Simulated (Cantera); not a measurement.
Feed: 1 mol Ti(OiPr)₄, 0.16 mol C₃H₈, 1.6 mol H₂, held at 0.000110 bar.

These are equilibrium values from Cantera (NASA tables, ideal gas, pure condensed phases), not measurements of a reactor. Candidate condensed phases: C, C₆H₆, C₇H₈, C₈H₁₈, H₂O, Ti, TiC, TiO, TiO₂, Ti₂O₃, Ti₃O₅, Ti₄O₇; 113 gas species. The feed counts by its element totals alone. TiC: taken at fixed stoichiometry. The numbers say what is thermodynamically allowed, not how fast it happens.

Problem. At 1275 °C, list the 4 most abundant gas species with their mole fractions, and the condensed phases.

Solution. H₂ 0.800, CO 0.197, H 0.00263, C₂H₂ (acetylene) 1.26e-5. Condensed: C(graphite) + TiC(s).
